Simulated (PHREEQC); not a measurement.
HCl is added in steps, without added water, to 1 kg of water holding 0.002 mol HF, 0.00063 mol (CH3)4NF and 7.2e-06 mol H4SiO4, at 25 °C. O2 is buffered at 0.21 atm. CO2 from the air is kept out. Solids allowed: SiO2(a). Others were left out.

Base run: PHREEQC, ion-association model, wateq4f.dat. Each further column changes one thing. The table gives F- (mol/kgw).

| HCl added (mol) | base | Debye-Hückel limiting law | metal-ligand complexes left out | database phreeqc.dat | all activity coefficients set to 1 |
|---|---|---|---|---|---|
| 0 | 0.00131 | 0.00132 | 0.00131 | 0.00132 | 0.00129 |
| 0.001435 | 0.000804 | 0.000808 | 0.000804 | 0.000808 | 0.000763 |
| 0.002665 | 0.000574 | 0.000579 | 0.000574 | 0.000578 | 0.000529 |
| 0.0041 | 0.000423 | 0.000429 | 0.000423 | 0.000426 | 0.000380 |
| 0.005535 | 0.000334 | 0.000340 | 0.000334 | 0.000337 | 0.000293 |
| 0.006765 | 0.000283 | 0.000289 | 0.000283 | 0.000285 | 0.000244 |
| 0.0082 | 0.000240 | 0.000247 | 0.000240 | 0.000243 | 0.000204 |

(CH3)4N+ isn't in the database: it is added as a free cation with an ion size of 4 Å. SiF6-2 is the database's only silicon fluoride. phreeqc.dat and wateq4f.dat share most of their constants, so their agreement is no independent check.
